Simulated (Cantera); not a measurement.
Input (Python, Cantera):

```python
import numpy as np
import cantera as ct

gas = ct.Solution("gri30.yaml")
gas.TPX = 1248, 970000, {'CH4': 0.027, 'O2': 0.029, 'N2': 1}
reactor = ct.IdealGasConstPressureReactor(gas, energy="off", clone=False)
net = ct.ReactorNet([reactor])
net.rtol, net.atol = 1e-08, 1e-18
show = ['CH4', 'O2', 'HCO', 'NO', 'OH', 'CO2', 'C2H6']
times = np.geomspace(0.0007, 20, 14)

steps = ct.SolutionArray(gas, extra=["t"])
rows = []
print(f"{'t/s':>10s}{'T/K':>9s}{'P/Pa':>11s}" + "".join(f"{s:>11s}" for s in show))
for t in times:
    while net.time < t:
        t_next = net.step()
        steps.append(gas.state, t=t_next)
    rows.append([np.interp(t, steps.t, y) for y in (steps.T, steps.P, *steps(*show).X.T)])
    print(f"{t:10.3e}{rows[-1][0]:9.1f}{rows[-1][1]:11.4g}" + "".join(f"{x:11.3e}" for x in rows[-1][2:]))
rate = np.gradient(steps.T, steps.t)
print("integrator steps:", len(steps.t))
if steps.T.max() > steps.T[0] + 200:
    print(f"time of steepest temperature rise: {steps.t[rate.argmax()]:.4e} s")
gas.TPX = 1248, 970000, {'CH4': 0.027, 'O2': 0.029, 'N2': 1}
gas.equilibrate("TP")
print(f"equilibrium (TP): T = {gas.T:.1f} K  " + "  ".join(f"{s} {gas[s].X[0]:.3e}" for s in show))
```

Result:

```
       t/s      T/K       P/Pa        CH4         O2        HCO         NO         OH        CO2       C2H6
 7.000e-04   1248.0    9.7e+05  2.557e-02  2.746e-02  1.234e-12  1.009e-16  7.726e-10  3.808e-10  3.051e-07
 1.541e-03   1248.0    9.7e+05  2.556e-02  2.746e-02  5.663e-12  4.156e-16  1.010e-09  2.350e-09  1.946e-06
 3.393e-03   1248.0    9.7e+05  2.554e-02  2.744e-02  1.785e-11  1.345e-15  1.299e-09  8.678e-09  6.737e-06
 7.471e-03   1248.0    9.7e+05  2.548e-02  2.741e-02  5.762e-11  5.065e-15  2.102e-09  3.695e-08  2.159e-05
 1.645e-02   1248.0    9.7e+05  2.522e-02  2.725e-02  2.442e-10  3.786e-14  5.152e-09  3.817e-07  8.100e-05
 3.622e-02   1248.0    9.7e+05  2.305e-02  2.567e-02  2.720e-09  1.739e-12  3.602e-08  2.371e-05  4.016e-04
 7.974e-02   1248.0    9.7e+05  4.648e-03  1.263e-03  1.441e-09  1.042e-09  2.416e-08  3.499e-03  5.886e-05
 1.756e-01   1248.0    9.7e+05  4.359e-03  2.191e-04  1.219e-10  9.845e-10  3.324e-09  4.103e-03  1.518e-05
 3.866e-01   1248.0    9.7e+05  4.338e-03  6.279e-05  3.933e-11  7.973e-10  1.207e-09  4.307e-03  6.117e-06
 8.511e-01   1248.0    9.7e+05  4.335e-03  1.708e-05  1.976e-11  5.631e-10  6.252e-10  4.460e-03  3.130e-06
 1.874e+00   1248.0    9.7e+05  4.337e-03  2.745e-06  1.414e-11  3.237e-10  4.492e-10  4.642e-03  2.186e-06
 4.126e+00   1248.0    9.7e+05  4.342e-03  8.641e-08  1.317e-11  1.120e-10  4.147e-10  4.953e-03  2.039e-06
 9.084e+00   1248.0    9.7e+05  4.359e-03  4.136e-11  1.317e-11  1.056e-11  4.071e-10  5.563e-03  2.107e-06
 2.000e+01   1248.0    9.7e+05  4.409e-03  2.201e-16  1.299e-11  1.240e-13  3.928e-10  6.653e-03  2.210e-06
integrator steps: 2232
equilibrium (TP): T = 1248.0 K  CH4 3.194e-07  O2 5.882e-17  HCO 2.292e-11  NO 5.072e-12  OH 1.881e-10  CO2 7.859e-03  C2H6 3.589e-15
```

Model: GRI-Mech 3.0 (53 species, 325 reactions), integrated in Cantera. The temperature is held fixed by assumption; the heat of reaction is taken as removed at once.
